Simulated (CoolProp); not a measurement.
A single-stage vapour-compression cycle with n-perfluoropentane: evaporating at 279.15 K (dew point), condensing at 335.15 K (bubble point), superheat 10 K, subcooling 5 K, compressor efficiency 0.8, no pressure losses. Each further row changes one setting.

Model: reference Helmholtz-energy equation of state, Gao 2022, in CoolProp.

| case | cooling COP | pressure ratio | discharge temperature (K) | refrigerating effect (kJ/kg) | volumetric capacity (kJ/m³) |
|---|---|---|---|---|---|
| as stated | 2.62 | 7.41 | 335.1 | 50.9 | 247 |
| evaporating temperature 284.15 K | 3.11 | 5.96 | 335.1 | … | 326 |
| condensing temperature 330.15 K | 3.10 | 6.40 | 330.2 | … | 274 |
| subcooling 10 K | 2.90 | 7.41 | 335.1 | 56.4 | 274 |
| superheat 20 K | 2.83 | 7.41 | 335.1 | 58.9 | 276 |
| compressor efficiency 0.7 | … | 7.41 | 335.1 | 50.9 | 247 |

Some entries are withheld; supply them.


- evaporating temperature 284.15 K, refrigerating effect (kJ/kg): 54.7
- condensing temperature 330.15 K, refrigerating effect (kJ/kg): 56.5
- compressor efficiency 0.7, cooling COP: 2.29

The compression ends wet for: as stated; evaporating temperature 284.15 K; condensing temperature 330.15 K; subcooling 10 K; superheat 20 K; compressor efficiency 0.7.
